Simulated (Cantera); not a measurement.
An isothermal, constant-pressure homogeneous reactor starts with 79.4 % NH3, 20.6 % H2, at 1650 K and 101000 Pa.

Computed with Cantera and the gas-phase N/H chemistry of the illustrative SiF4/NH3 mechanism in the Surface Chemkin manual (1991). Walls and surfaces, which speed up NH3 decomposition in real reactors, are not modelled.

**Question.** Predict: x(NH3) at 2.00 s; x(H2) at 2.00 s; x(H) at 2.00 s; x(N2H4) at 2.00 s; x(NH2) at 2.00 s; x(NH) at 2.00 s; x(N2) at 2.00 s.

**Answer.** 
```
Property                                              Value
-----------------  ----------------------------------------
x(NH3) at 2.00 s      0.442 (gas-phase equilibrium 1.33e-5)
x(H2) at 2.00 s         0.460 (gas-phase equilibrium 0.779)
x(H) at 2.00 s      3.36e-5 (gas-phase equilibrium 8.02e-5)
x(N2H4) at 2.00 s    9.54e-8 (gas-phase equilibrium <1e-12)
x(NH2) at 2.00 s    7.93e-5 (gas-phase equilibrium 3.37e-9)
x(NH) at 2.00 s    3.72e-7 (gas-phase equilibrium 2.29e-11)
x(N2) at 2.00 s        0.0980 (gas-phase equilibrium 0.221)
```
